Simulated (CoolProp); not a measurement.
Values from CoolProp's reference Helmholtz-energy equation of state, Lemmon 2006. It is a short technical equation, of lower accuracy than the large ones.

### Question
Give the vapour pressure (MPa), vapour density (kg/m³), enthalpy of vaporisation (kJ/kg), surface tension (mN/m) of saturated C2F6 (R116) at 239.3 K.

### Answer
```tsv
T (K)	p (MPa)	vapour density (kg/m³)	enthalpy of vaporisation (kJ/kg)	surface tension (mN/m)
239.3	0.670	56.1	93.6	5.30
```

Surface tension comes from a separate correlation (Mulero 2012).
